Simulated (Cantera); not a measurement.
An isothermal, constant-pressure homogeneous reactor starts with C2H6 : N2 = 1 : 2.2 (molar parts), at 1548 K and 21000 Pa.

Detailed kinetics in Cantera: GRI-Mech 3.0 (53 species, 325 reactions). GRI-Mech 3.0 stops at C3 and has no aromatics, soot or wall deposition, so with more carbon than oxygen in the feed, carbon stays in small species such as C2H2 where larger ones or solid carbon would form.

Task: Predict: x(C2H6) at 70.0 s; x(C2H4) at 70.0 s; x(HCN) at 70.0 s; x(CH4) at 70.0 s; x(C2H2) at 70.0 s.

Result: 
```json
{
 "x(C2H6) at 70.0 s": "1.22e-6 (gas-phase equilibrium 8.66e-7)",
 "x(C2H4) at 70.0 s": "0.00258 (gas-phase equilibrium 0.00182)",
 "x(HCN) at 70.0 s": "2.66e-7 (gas-phase equilibrium 0.114)",
 "x(CH4) at 70.0 s": "0.0105 (gas-phase equilibrium 0.00891)",
 "x(C2H2) at 70.0 s": "0.187 (gas-phase equilibrium 0.131)"
}
```
